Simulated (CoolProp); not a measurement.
Dodecamethylpentasiloxane (MD3M) along the isotherm 620 K: density (kg/m³) from the reference equation and from simpler models built on Tc = 628.0 K, pc = 9.540 bar, ω = 0.730; each cubic takes its own stable root.

The numbers come from the reference Helmholtz-energy equation of state, Thol 2019 in CoolProp.

| p (bar) | phase | reference |
|---|---|---|
| 0.151 | gas | 1.134 |
| 0.343 | gas | 2.597 |
| 0.781 | gas | 6.025 |
| 1.78 | gas | 14.38 |
| 4.05 | gas | 37.15 |
| 9.21 | liquid | 423.4 |
| 21 | liquid | 501.4 |
| 47.7 | liquid | 554.4 |

How far does each simpler model (van der Waals, Redlich-Kwong, Peng-Robinson) lie from the reference over these 8 states: mean and median of the absolute difference, and the worst?


- van der Waals: mean 14.0 %, median 3.1 %, worst -42.9 % at 620 K and 9.21 bar
- Redlich-Kwong: mean 7.1 %, median 1.4 %, worst -29.1 % at 620 K and 9.21 bar
- Peng-Robinson: mean 2.6 %, median 0.2 %, worst -14.4 % at 620 K and 9.21 bar
